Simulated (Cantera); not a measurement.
Standard-state values (1 bar) from the NASA 1993 polynomials, evaluated with Cantera. Values are per mole of reaction as written; species without (g) are pure solids or liquids, kept so even where they would boil at 1 bar.

2 Cr + 3 H2O2(g) = 3 H2O(g) + Cr2O3, with ΔH° = -1451.5 kJ and ΔS° = -104.2 J/K at 300 K.

Q: How far is the shortcut ΔG° ≈ ΔH°(300 K) − T·ΔS°(300 K) from the full temperature-dependent value at 623, 673, 723, 773, 823, 873, 923 K?

A: 
```json
[
 {"T (K)": "623", "shortcut (kJ)": "-1386.6", "full (kJ)": "-1390.7", "difference (kJ)": "4.1", "difference in log10 K": "-0.34"},
 {"T (K)": "673", "shortcut (kJ)": "-1381.4", "full (kJ)": "-1386.5", "difference (kJ)": "5.1", "difference in log10 K": "-0.39"},
 {"T (K)": "723", "shortcut (kJ)": "-1376.2", "full (kJ)": "-1382.3", "difference (kJ)": "6.1", "difference in log10 K": "-0.44"},
 {"T (K)": "773", "shortcut (kJ)": "-1371.0", "full (kJ)": "-1378.1", "difference (kJ)": "7.1", "difference in log10 K": "-0.48"},
 {"T (K)": "823", "shortcut (kJ)": "-1365.8", "full (kJ)": "-1373.9", "difference (kJ)": "8.2", "difference in log10 K": "-0.52"},
 {"T (K)": "873", "shortcut (kJ)": "-1360.6", "full (kJ)": "-1369.8", "difference (kJ)": "9.2", "difference in log10 K": "-0.55"},
 {"T (K)": "923", "shortcut (kJ)": "-1355.4", "full (kJ)": "-1365.7", "difference (kJ)": "10.3", "difference in log10 K": "-0.58"}
]
```
The shortcut ignores the heat-capacity change of the reaction.
